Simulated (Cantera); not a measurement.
Input: 1 mol SiH2Cl2, 1.4 mol N2, 0.42 mol H2, at 2023.15 K and 75.0 Torr.

These are equilibrium values from Cantera (NASA tables, ideal gas, pure condensed phases), not measurements of a reactor. Candidate condensed phases: NH4Cl, Si, Si3N4; 28 gas species. The tables' values for SiCl3, SiCl, SiN are old estimates; treat these amounts as uncertain. Gases not in the tables: Si2H6 and higher silanes. Rates play no part.

Base state: N2 0.366, H2 0.294, SiCl2 0.180, HCl 0.150, SiCl3 0.00334, H 0.00326, SiCl 0.00133, Cl 0.00124 (mole fractions); condensed: Si(l).

Problem. What changes in the equilibrium state with this change: pressure from 75.0 Torr to 428 Torr?

Solution. 
```json
[
 {"species": "N2", "before": "0.366", "after": "0.368"},
 {"species": "H2", "before": "0.294", "after": "0.297"},
 {"species": "SiCl2", "before": "0.180", "after": "0.175"},
 {"species": "SiCl3", "before": "0.00334", "after": "0.00766"},
 {"species": "HCl", "before": "0.150", "after": "0.149"},
 {"species": "Si", "before": "0.000570", "after": "1.00e-4"},
 {"species": "SiH2Cl2", "before": "8.54e-6", "after": "4.79e-5"},
 {"species": "SiHCl3", "before": "5.50e-5", "after": "0.000303"},
 {"species": "Si(l), mol", "before": "0.292", "after": "0.300"}
]
```
